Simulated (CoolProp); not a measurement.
Vapour-liquid equilibrium of R114 (1) + n-pentane (2) at 376.8 K; x and y are mole fractions of (1).

Values from CoolProp's multi-fluid Helmholtz-energy mixture model, Platzer 1990 and Thol 2019; pair parameters Bell 2016. This equation is an older, rougher fit; its heat capacities, sound speeds and derivatives of the liquid may be far off and weren't checked against measurements.

```csv
x,bubble pressure (MPa),y at the bubble point,dew pressure at overall composition x (MPa),liquid density (mol/L)
0.05,0.7116,0.124,0.6694,7.342
0.15,0.8375,0.306,0.7278,7.268
0.25,0.9500,0.435,0.7954,7.193
0.35,1.051,0.535,0.8737,7.117
0.45,1.142,0.618,0.9640,7.042
0.55,1.225,0.691,1.067,6.969
0.65,1.302,0.758,1.179,6.900
0.75,1.373,0.823,1.293,6.838
0.85,1.439,0.891,1.400,6.786
0.95,1.499,0.962,1.490,6.749
```

No azeotrope shows between x = 0.05 and 0.95.

The pair parameters rest on a limited set of measurements; away from them the model extrapolates.
